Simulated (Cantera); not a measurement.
# N2O furnace oxynitridation

An isothermal, constant-pressure homogeneous reactor starts with 56.2 % N2O, 43.8 % O2, at 1175 K and 44000 Pa.

Computed with Cantera and GRI-Mech 3.0 (53 species, 325 reactions). GRI-Mech 3.0 was tuned for natural gas; its chemistry of N2O as a main component is partial and can be far from experiment. The mechanism lacks the step 2 NO + O2 → 2 NO2, which can matter for NO2 below about 1400 K. The temperature is held fixed by assumption; the heat of reaction is taken as removed at once.

```
t (s)     x N2O   x O2      x NO      x N2     x NO2      x O
--------  -----  -----  --------  --------  --------  -------
0.000300  0.562  0.438   2.38e-6   2.51e-5  4.10e-11  1.20e-6
0.000902  0.562  0.438   7.61e-6   7.75e-5  4.18e-10  1.20e-6
0.00271   0.561  0.438   2.33e-5  0.000235   3.88e-9  1.20e-6
0.00814   0.561  0.438   7.05e-5  0.000708   3.39e-8  1.20e-6
0.0245    0.559  0.439  0.000212   0.00213   2.72e-7  1.20e-6
0.0735    0.553  0.440  0.000631   0.00635   1.78e-6  1.20e-6
0.221     0.537  0.443   0.00185    0.0187   8.08e-6  1.19e-6
0.664     0.491  0.451   0.00522    0.0530   2.64e-5  1.16e-6
2.00      0.380  0.472    0.0131     0.136   6.99e-5  1.09e-6
6.00      0.194  0.506    0.0254     0.275  0.000140  8.64e-7
```
x: mole fraction; the columns are a selection and need not sum to one.

Equilibrium at this temperature and pressure: N2O 6.95e-9, O2 0.561, NO 0.000197, N2 0.438, NO2 4.08e-6, O 1.66e-8 (gas phase only).
